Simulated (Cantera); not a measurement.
Input (Python, Cantera) and output of one run.

```python
import numpy as np
import cantera as ct

gas_names = [...]  # 110 gases of nasa_gas.yaml made of C, H, O
cond_names = """
    C(gr) C6H6(L) C7H8(L) C8H18(L),n-octa H2O(s) H2O(L)
""".split()


# ... load() reads the species with a 1 bar reference pressure and builds the phases ...
atoms = {
    'n-butane': {'C': 4, 'H': 10},
    'O2': {'O': 2},
    'H2': {'H': 2},
}
top_T = {'C(gr)': 4500}  # K; cautious upper limits of use, not melting points


# ... equilibrate(T, P, feed) seeds the gas with the atoms and calls Mixture.equilibrate('TP', solver="vcs", rtol=1e-11, max_steps=5000) ...
results = []
feed = {'n-butane': 1, 'O2': 0.63, 'H2': 1.6}  # mol
P = 280  # Pa
for T in [1923, 1973, 2023, 2073, 2123, 2173, 2223, 2273, 2323, 2373, 2423, 2473, 2523]:
    mix = equilibrate(T, P, feed)
    results.append((T, P, feed, dict(zip(mix.species_names, mix.species_moles))))
    x = sorted(zip(gas.X, gas.species_names), reverse=True)
    print(f"T = {T:g} K  P = {P:g} Pa  gas = {mix.phase_moles(0):.4g} mol")
    print("   x: " + "  ".join(f"{s} {v:.3e}" for v, s in x if v > 1e-06))
    print("   condensed (mol): " + ("  ".join(f"{mix.phase(i).name} {mix.phase_moles(i):.4g}"
          for i in range(1, mix.n_phases) if mix.phase_moles(i) > 1e-12) or "none"))
```

Output:

```
T = 1923 K  P = 280 Pa  gas = 7.924 mol
   x: H2 8.245e-01  CO 1.590e-01  H 1.616e-02  C2H2,acetylene 3.721e-04
   condensed (mol): C(gr) 2.734
T = 1973 K  P = 280 Pa  gas = 7.952 mol
   x: H2 8.180e-01  CO 1.585e-01  H 2.306e-02  C2H2,acetylene 5.240e-04
   condensed (mol): C(gr) 2.732
T = 2023 K  P = 280 Pa  gas = 7.989 mol
   x: H2 8.093e-01  CO 1.577e-01  H 3.229e-02  C2H2,acetylene 7.229e-04
   condensed (mol): C(gr) 2.728
T = 2073 K  P = 280 Pa  gas = 8.038 mol
   x: H2 7.979e-01  CO 1.567e-01  H 4.440e-02  C2H2,acetylene 9.778e-04  C2H 1.294e-06
   condensed (mol): C(gr) 2.724
T = 2123 K  P = 280 Pa  gas = 8.103 mol
   x: H2 7.832e-01  CO 1.555e-01  H 6.000e-02  C2H2,acetylene 1.297e-03  C2H 2.756e-06
   condensed (mol): C(gr) 2.719
T = 2173 K  P = 280 Pa  gas = 8.186 mol
   x: H2 7.646e-01  CO 1.539e-01  H 7.974e-02  C2H2,acetylene 1.687e-03  C2H 5.649e-06  C4H2 1.514e-06
   condensed (mol): C(gr) 2.712
T = 2223 K  P = 280 Pa  gas = 8.292 mol
   x: H2 7.416e-01  CO 1.519e-01  H 1.043e-01  C2H2,acetylene 2.152e-03  C2H 1.116e-05  C4H2 2.547e-06  C3 1.368e-06  CH3 1.034e-06
   condensed (mol): C(gr) 2.704
T = 2273 K  P = 280 Pa  gas = 8.425 mol
   x: H2 7.136e-01  CO 1.496e-01  H 1.341e-01  C2H2,acetylene 2.690e-03  C2H 2.131e-05  C4H2 4.148e-06  C3 3.604e-06  C 1.916e-06  CH3 1.143e-06
   condensed (mol): C(gr) 2.694
T = 2323 K  P = 280 Pa  gas = 8.589 mol
   x: H2 6.802e-01  H 1.697e-01  CO 1.467e-01  C2H2,acetylene 3.293e-03  C2H 3.932e-05  C3 9.097e-06  C4H2 6.537e-06  C 4.327e-06  C2H2,vinylidene 1.345e-06  CH3 1.238e-06
   condensed (mol): C(gr) 2.682
T = 2373 K  P = 280 Pa  gas = 8.789 mol
   x: H2 6.412e-01  H 2.114e-01  CO 1.434e-01  C2H2,acetylene 3.945e-03  C2H 7.023e-05  C3 2.206e-05  C4H2 9.972e-06  C 9.439e-06  C2 1.985e-06  C2H2,vinylidene 1.953e-06  CH3 1.310e-06
   condensed (mol): C(gr) 2.668
T = 2423 K  P = 280 Pa  gas = 9.03 mol
   x: H2 5.968e-01  H 2.589e-01  CO 1.395e-01  C2H2,acetylene 4.618e-03  C2H 1.215e-04  C3 5.150e-05  C 1.994e-05  C4H2 1.472e-05  C2 4.678e-06  C2H2,vinylidene 2.750e-06  CH3 1.351e-06  CH 1.192e-06  CH2 1.185e-06
   condensed (mol): C(gr) 2.652
T = 2473 K  P = 280 Pa  gas = 9.314 mol
   x: H2 5.473e-01  H 3.118e-01  CO 1.353e-01  C2H2,acetylene 5.277e-03  C2H 2.037e-04  C3 1.161e-04  C 4.084e-05  C4H2 2.099e-05  C2 1.064e-05  C2H2,vinylidene 3.750e-06  CH 2.065e-06  CH2 1.586e-06  CH3 1.356e-06
   condensed (mol): C(gr) 2.633
T = 2523 K  P = 280 Pa  gas = 9.645 mol
   x: H2 4.937e-01  H 3.690e-01  CO 1.306e-01  C2H2,acetylene 5.879e-03  C2H 3.312e-04  C3 2.531e-04  C 8.131e-05  C4H2 2.894e-05  C2 2.342e-05  C2H2,vinylidene 4.949e-06  CH 3.465e-06  CH2 2.057e-06  CH3 1.320e-06
   condensed (mol): C(gr) 2.61
```

Method: chemical equilibrium by Gibbs-energy minimisation in Cantera with the NASA 1993 tables (ideal gas, pure condensed phases).
